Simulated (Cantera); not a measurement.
Equilibrium for titanium nitride, carbide and oxide coatings: Ti(OiPr)4 + O2

Charge: 1 mol Ti(OiPr)4, 3.6 mol O2, at 1050 °C and 105 Torr.

These are equilibrium values from Cantera (NASA tables, ideal gas, pure condensed phases), not measurements of a reactor. Candidate condensed phases: C, C6H6, C7H8, C8H18, H2O, Ti, TiC, TiO, TiO2, Ti2O3, Ti3O5, Ti4O7; 113 gas species. The feed counts by its element totals alone. Kinetics and transport are ignored.

The x(H2) comes out as 0.594, the x(CO) is 0.405 and the x(CH4) comes out as 0.000336. The x(H2O) is 0.000247, the x(CO2) is 9.07e-5 and the x(H) comes out as 3.27e-6. The n(C(graphite)) comes out as 2.47 mol and the n(Ti3O5(s)) is 0.333 mol. The gas amount comes out as 23.52 mol and the log10 activity of Ti4O7(s) (absent) is -0.09. The log10 activity of Ti2O3(s) (absent) comes out as -0.21 and the log10 activity of Ti(β) (absent) is -7.57.
